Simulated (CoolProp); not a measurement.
Properties of C3F8 (R218) along the isotherm 384.3 K (Tc = 345.0 K, pc = 2640 kPa, ω = 0.317).

Computed with CoolProp (reference Helmholtz-energy equation of state, Lemmon 2006). It is a short technical equation, of lower accuracy than the large ones.

| p (kPa) | phase | cp (kJ/(kg K)) | cv (kJ/(kg K)) | isothermal compressibility (1/MPa) | expansivity (1/kK) | fugacity coefficient |
|---|---|---|---|---|---|---|
| 120 | gas | 0.9123 | 0.8657 | 8.420 | 2.700 | 0.9899 |
| 240 | gas | 0.9162 | 0.8669 | 4.255 | 2.804 | 0.9799 |
| 360 | gas | 0.9203 | 0.8682 | 2.869 | 2.915 | 0.9699 |
| 480 | gas | (withheld) | 0.8695 | 2.177 | 3.033 | 0.9599 |
| 600 | gas | 0.9293 | 0.8709 | 1.763 | 3.159 | (withheld) |
| 720 | gas | 0.9343 | 0.8723 | 1.488 | 3.294 | 0.9399 |
| 840 | gas | 0.9396 | 0.8738 | 1.292 | 3.438 | 0.9300 |
| 960 | gas | 0.9453 | 0.8753 | 1.147 | (withheld) | 0.9201 |
| 1080 | gas | 0.9515 | 0.8769 | 1.034 | 3.759 | 0.9102 |
| 1200 | gas | 0.9580 | 0.8786 | 0.9452 | 3.937 | (withheld) |
| 1320 | gas | 0.9651 | 0.8802 | 0.8731 | 4.129 | 0.8904 |

Complete the blanks.


- 480, cp (kJ/(kg K)): 0.9246
- 600, fugacity coefficient: 0.9499
- 960, expansivity (1/kK): 3.593
- 1200, fugacity coefficient: 0.9003
